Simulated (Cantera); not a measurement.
Charge: 1 mol CuO, 2300 mol H₂, 5.3 mol H₂O, held at 1223 K and 1.00 bar.

Method: chemical equilibrium by Gibbs-energy minimisation in Cantera with the NASA 1993 tables (ideal gas, pure condensed phases). Candidate condensed phases: Cu, CuO, Cu(OH)₂, Cu₂O, H₂O; 12 gas species. Kinetics and transport are ignored.

Base state: H₂ 0.997, H₂O 0.00273 (mole fractions); condensed: Cu(s).

### Question
What changes in the equilibrium state with this change: temperature from 1223 K to 2073.15 K?

### Answer
| species | before | after |
|---|---|---|
| H₂ | 0.997 | 0.994 |
| H₂O | 0.00273 | 0.00273 |
| H | 3.00e-7 | 0.00262 |
| Cu | 2.29e-8 | 0.000433 |
| Cu(s), mol | 1.000 | 0 |
